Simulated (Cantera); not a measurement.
An adiabatic, constant-pressure homogeneous reactor starts with 10.0 % CO, 0.440 % H2, 7.10 % CH4, 12.1 % O2, 47.3 % N2, 23.0 % H2O, equivalence ratio 1.6, at 1625 K and 2480 Torr.

Cantera simulation using GRI-Mech 3.0 (53 species, 325 reactions); the numbers are that mechanism's predictions, not measurements.

**Question.** Predict: time of steepest temperature rise; temperature at 0.900 s; equilibrium temperature; x(CO) at 0.900 s; x(H2) at 0.900 s; x(HCO) at 0.900 s; x(CH2O) at 0.900 s; x(NO) at 0.900 s.

**Answer.** 
```
Item                                                                 Value
---------------------------------  ---------------------------------------
time of steepest temperature rise                                 0.214 ms
temperature at 0.900 s                                              2600 K
equilibrium temperature                                             2600 K
x(CO) at 0.900 s                     0.0903 (gas-phase equilibrium 0.0903)
x(H2) at 0.900 s                     0.0560 (gas-phase equilibrium 0.0560)
x(HCO) at 0.900 s                  1.85e-7 (gas-phase equilibrium 1.85e-7)
x(CH2O) at 0.900 s                 6.69e-9 (gas-phase equilibrium 6.69e-9)
x(NO) at 0.900 s                   0.00130 (gas-phase equilibrium 0.00130)
```
